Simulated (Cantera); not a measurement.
What does this Cantera script print?

```python
import numpy as np
import cantera as ct

gas_names = """
    AL ALH ALN ALO ALOH ALO2 ALO2H AL2 AL2O AL2O2 H HALO HNO HNO2 HNO3 HO2 H2 H2O H2O2 N NH NH2 NH3
    NH2OH NO NO2 NO3 N2 N2H2 N2H4 N2O O OH O2 O3
""".split()
cond_names = """
    AL(cr) AL(L) ALN(s) AL2O3(a) AL2O3(L) H2O(s) H2O(L)
""".split()


# ... load() reads the species with a 1 bar reference pressure and builds the phases ...
atoms = {
    'Al': {'AL': 1},
    'H2O': {'H': 2, 'O': 1},
    'N2': {'N': 2},
}
top_T = {'ALN(s)': 2750}  # K; cautious upper limits of use, not melting points


# ... equilibrate(T, P, feed) seeds the gas with the atoms and calls Mixture.equilibrate('TP', solver="vcs", rtol=1e-11, max_steps=5000) ...
results = []
feed = {'Al': 1, 'H2O': 0.024, 'N2': 1.6}  # mol
P = 580  # Pa
for T in [673, 823, 973, 1123, 1273, 1423, 1573, 1723, 1873, 2023]:
    mix = equilibrate(T, P, feed)
    results.append((T, P, feed, dict(zip(mix.species_names, mix.species_moles))))

top = {s: max(r[3][s] / sum(r[3][g] for g in gas_names) for r in results) for s in gas_names}
cols = sorted((s for s in top if top[s] > 1e-05), key=lambda s: -top[s])[:5]
seen = [c for c in cond_names if any(r[3].get(c, 0) > 1e-12 for r in results)]
print("log10 of partial pressures in bar; condensed amounts in mol")
print(f"{'T/K':>10s}" + "".join(f"{s[:9]:>10s}" for s in cols + seen))
for T, P, feed, n in results:
    ng = sum(n[g] for g in gas_names)
    print(f"{T:10.4g}" + "".join(f"{np.log10(max(n[s] / ng * P / 1e5, 1e-99)):10.3f}" for s in cols)
          + "".join(f"{n.get(c, 0):10.4g}" for c in seen))
```

Output:

```
log10 of partial pressures in bar; condensed amounts in mol
       T/K        N2        AL        H2      AL2O         H    ALN(s)  AL2O3(a)
       673    -2.246   -36.605    -3.910   -46.005   -16.212     0.984     0.008
       823    -2.246   -27.471    -3.910   -34.236   -13.090     0.984     0.008
       973    -2.246   -21.168    -3.910   -26.128   -10.921     0.984     0.008
      1123    -2.246   -16.562    -3.910   -20.212    -9.326     0.984     0.008
      1273    -2.246   -13.050    -3.910   -15.710    -8.102     0.984     0.008
      1423    -2.246   -10.287    -3.910   -12.174    -7.133     0.984     0.008
      1573    -2.246    -8.057    -3.911    -9.326    -6.346     0.984     0.008
      1723    -2.246    -6.221    -3.914    -6.986    -5.696    0.9839  0.007993
      1873    -2.248    -4.682    -3.927    -5.029    -5.154    0.9774  0.007385
      2023    -2.289    -3.356    -4.021    -3.979    -4.732    0.8511         0
```

Method: chemical equilibrium by Gibbs-energy minimisation in Cantera with the NASA 1993 tables (ideal gas, pure condensed phases). Mutual solubility and eutectic melting of coexisting phases are not modelled. Condensed phases not in the tables: aluminium oxynitride.
